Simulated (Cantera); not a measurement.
A closed system holds: 1 mol Hg, 0.15 mol H2, 0.62 mol N2, held at 7.60 bar.

Cantera equilibrium calculation (NASA polynomials, part measured and part estimated; ideal gas, pure solids and liquids). Candidate condensed phases: Hg; 10 gas species. Kinetics and transport are ignored.

log p: log10 of the partial pressure in bar; n: condensed amount in mol.

```tsv
T (K)	log p N2	log p Hg	log p H2	log p NH3	log p H	n Hg(l)
548	0.78	-0.74	0.03	-0.53	<-11	0.982
648	0.70	0.14	0.06	-1.28	<-11	0.832
748	0.43	0.63	-0.20	-2.36	<-11	0
848	0.43	0.63	-0.19	-2.80	___	0
948	0.43	0.63	-0.19	-3.15	___	0
1048	0.43	0.63	-0.19	-3.44	___	0
1148	0.43	0.63	-0.19	-3.68	___	0
1248	0.43	0.63	-0.19	-3.89	___	0
1348	0.43	0.63	-0.19	-4.06	___	0
1448	0.43	0.63	-0.19	-4.21	___	0
```

Problem. Fill in the missing entries.

Solution. 
- 848, log p H: -10.82
- 948, log p H: -9.38
- 1048, log p H: -8.21
- 1148, log p H: -7.24
- 1248, log p H: -6.43
- 1348, log p H: -5.73
- 1448, log p H: -5.13
